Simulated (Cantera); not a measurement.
## Ignition delay

Mixture: CH4 : C2H6 : O2 : N2 = 1 : 0.13 : 3.27 : 14.4 (molar parts), equivalence ratio 0.75, at 1.00 bar, adiabatic and at constant pressure. Ignition delay is the time to a rise of 400 K.

Cantera simulation using GRI-Mech 3.0 (53 species, 325 reactions); the numbers are that mechanism's predictions, not measurements.

```tsv
T0 (K)	delay (ms)
1198	4.29
1273	1.86
1348	0.884
1423	0.445
1498	0.236
1573	0.133
```

```yaml
apparent activation energy between 1423 and 1573 K: 150 kJ/mol
```
